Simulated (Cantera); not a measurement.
An adiabatic, constant-volume homogeneous reactor starts with CH₄ : O₂ : N₂ = 1 : 2.44 : 9.17 (molar parts), equivalence ratio 0.82, at 1650 K and 12000 Torr. Integrator tolerance rtol = 1e-08.

Computed with Cantera and GRI-Mech 3.0 (53 species, 325 reactions). The pressure lies above the range GRI-Mech 3.0 was tuned for (to about 10 atm). Above 3000 K some thermodynamic fits are extrapolated.

Problem. What does this change do: pressure from 12000 Torr to 17300 Torr?

Solution. 
| quantity | before | after |
|---|---|---|
| time of steepest temperature rise | 30.2 µs | 22.3 µs |
| temperature at 0.100 s | 3102 K | 3129 K |
| equilibrium temperature | 3102 K | 3129 K |
| x(CH₄) at 0.100 s | <1e-12 (gas-phase equilibrium <1e-12) | <1e-12 (gas-phase equilibrium <1e-12) |
| x(O₂) at 0.100 s | 0.0334 (gas-phase equilibrium 0.0334) | 0.0326 (gas-phase equilibrium 0.0326) |
| x(NO) at 0.100 s | 0.0203 (gas-phase equilibrium 0.0203) | 0.0207 (gas-phase equilibrium 0.0207) |
| x(N₂O) at 0.100 s | 6.04e-6 (gas-phase equilibrium 6.04e-6) | 7.42e-6 (gas-phase equilibrium 7.42e-6) |
| x(H₂) at 0.100 s | 0.00829 (gas-phase equilibrium 0.00829) | 0.00767 (gas-phase equilibrium 0.00767) |
